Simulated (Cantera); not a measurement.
A closed system holds: 1 mol Si3N4, 250 mol H2, 0.95 mol N2, 5.8 mol O2, held at 1825 K and 7.50 Torr.

Equilibrium computed with Cantera from the NASA thermochemical tables; the gas is ideal and each condensed phase is pure. Candidate condensed phases: H2O, Si, SiO2, Si2N2O, Si3N4; 35 gas species. The tables hold silica as quartz up to 1696 K and as liquid above; real silica turns to tridymite and cristobalite and melts near 1996 K. Rates play no part.

Problem. What is the equilibrium state?

Solution. 
```json
{
 "x(H2)": "0.942",
 "x(H2O)": "0.0322",
 "x(N2)": "0.0115",
 "x(SiO)": "0.0104",
 "x(H)": "0.00427",
 "x(OH)": "1.02e-5",
 "n(SiO2(condensed))": "0.344 mol",
 "gas_amount": "256.2 mol",
 "log10 activity of Si(l) (absent)": "-5.46"
}
```
